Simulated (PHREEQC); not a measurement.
Consider water at 25 °C with 0.0045 mol/kgw TMAH. It is in equilibrium with CO2 at log p = -3.5 (atm). Otherwise closed; pH follows from the charge balance.

Equilibrium calculation in PHREEQC: ion-association model, phreeqc.dat.

Each row changes one thing in this solution. Precipitation was switched off in this run.

```json
[
 {"case": "as made", "pH": "8.90", "ionic strength (mol/kgw)": "0.00469", "HCO3- (mol/kgw)": "0.00411", "CO3-2 (mol/kgw)": "0.000191", "CO2 (mol/kgw)": "1.08e-5"},
 {"case": "TMAH replaced by (CH3)4NCl at the same molality", "pH": "5.66", "ionic strength (mol/kgw)": "0.00450", "HCO3- (mol/kgw)": "2.34e-6", "CO3-2 (mol/kgw)": "6.17e-11", "CO2 (mol/kgw)": "1.08e-5"},
 {"case": "0.00071 mol/kgw LiOH added", "pH": "8.96", "ionic strength (mol/kgw)": "0.00546", "HCO3- (mol/kgw)": "0.00470", "CO3-2 (mol/kgw)": "0.000252", "CO2 (mol/kgw)": "1.08e-5"},
 {"case": "temperature from 25 to 10 °C", "pH": "8.83", "ionic strength (mol/kgw)": "0.00462", "HCO3- (mol/kgw)": "0.00426", "CO3-2 (mol/kgw)": "0.000116", "CO2 (mol/kgw)": "[?]"},
 {"case": "temperature from 25 to 15 °C", "pH": "8.86", "ionic strength (mol/kgw)": "0.00464", "HCO3- (mol/kgw)": "0.00422", "CO3-2 (mol/kgw)": "0.000139", "CO2 (mol/kgw)": "1.44e-5"},
 {"case": "TMAH from 0.0045 to 0.045 mol/kgw", "pH": "9.65", "ionic strength (mol/kgw)": "0.0546", "HCO3- (mol/kgw)": "0.0258", "CO3-2 (mol/kgw)": "0.00959", "CO2 (mol/kgw)": "[?]"},
 {"case": "TMAH replaced by (CH3)4NF at the same molality", "pH": "6.08", "ionic strength (mol/kgw)": "0.00450", "HCO3- (mol/kgw)": "6.17e-6", "CO3-2 (mol/kgw)": "4.30e-10", "CO2 (mol/kgw)": "1.08e-5"},
 {"case": "TMAH from 0.0045 to 0.00405 mol/kgw", "pH": "8.86", "ionic strength (mol/kgw)": "0.00421", "HCO3- (mol/kgw)": "[?]", "CO3-2 (mol/kgw)": "0.000156", "CO2 (mol/kgw)": "1.08e-5"},
 {"case": "TMAH from 0.0045 to 0.00675 mol/kgw", "pH": "9.05", "ionic strength (mol/kgw)": "0.00716", "HCO3- (mol/kgw)": "0.00592", "CO3-2 (mol/kgw)": "0.000408", "CO2 (mol/kgw)": "1.07e-5"}
]
```

Q: What belongs in the gaps?

A: 
- temperature from 25 to 10 °C, CO2 (mol/kgw): 1.70e-5
- TMAH from 0.0045 to 0.045 mol/kgw, CO2 (mol/kgw): 1.06e-5
- TMAH from 0.0045 to 0.00405 mol/kgw, HCO3- (mol/kgw): 0.00373

(CH3)4N+ isn't in the database: it is added as a free cation with an ion size of 4 Å. Away from 25 °C the constants follow the database's enthalpies or fits; those with neither stay at their 25 °C values.
